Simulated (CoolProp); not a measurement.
100 sccm (0 °C, 1 atm) of nitrogen bubbles through liquid dimethyl carbonate at 309.6 K and leaves saturated at a total pressure of 0.13 MPa (ideal gas phase). Each further row changes one setting.

Model: reference Helmholtz-energy equation of state, Zhou 2011, in CoolProp.

```csv
case,vapour pressure (kPa),mole fraction of vapour,delivery (mg/min),delivery (sccm),change of delivery for a bath 1 K warmer (%)
as stated,12.7,0.0980,43.6,10.9,5.3
bath temperature 314.6 K,16.0,0.123,(withheld),(withheld),5.3
total pressure 0.26 MPa,12.7,0.0490,20.7,(withheld),5.0
```

Question: Some entries are withheld; supply them.

Answer: 
- bath temperature 314.6 K, delivery (mg/min): 56.5
- bath temperature 314.6 K, delivery (sccm): 14.1
- total pressure 0.26 MPa, delivery (sccm): 5.15
